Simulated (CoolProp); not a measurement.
A single-stage vapour-compression cycle with R1336mzz(E): evaporating at 240.15 K (dew point), condensing at 296.15 K (bubble point), superheat 2 K, subcooling 8 K, compressor efficiency 0.8, no pressure losses. Each further row changes one setting.

Computed with CoolProp (reference Helmholtz-energy equation of state, Akasaka 2023).

```json
[
 {"case": "as stated", "cooling COP": "2.78", "pressure ratio": "13.4", "discharge temperature (K)": "300.3", "refrigerating effect (kJ/kg)": "117", "volumetric capacity (kJ/m³)": "130"},
 {"case": "evaporating temperature 245.15 K", "cooling COP": "3.21", "pressure ratio": "9.98", "discharge temperature (K)": "299.2", "refrigerating effect (kJ/kg)": "121", "volumetric capacity (kJ/m³)": "176"},
 {"case": "condensing temperature 291.15 K", "cooling COP": "3.16", "pressure ratio": "11.1", "discharge temperature (K)": "295.8", "refrigerating effect (kJ/kg)": "123", "volumetric capacity (kJ/m³)": "137"},
 {"case": "subcooling 13 K", "cooling COP": "2.93", "pressure ratio": "13.4", "discharge temperature (K)": "300.3", "refrigerating effect (kJ/kg)": "123", "volumetric capacity (kJ/m³)": "137"},
 {"case": "superheat 12 K", "cooling COP": "2.83", "pressure ratio": "13.4", "discharge temperature (K)": "311.2", "refrigerating effect (kJ/kg)": "124", "volumetric capacity (kJ/m³)": "132"},
 {"case": "compressor efficiency 0.7", "cooling COP": "2.44", "pressure ratio": "13.4", "discharge temperature (K)": "307.3", "refrigerating effect (kJ/kg)": "117", "volumetric capacity (kJ/m³)": "130"}
]
```
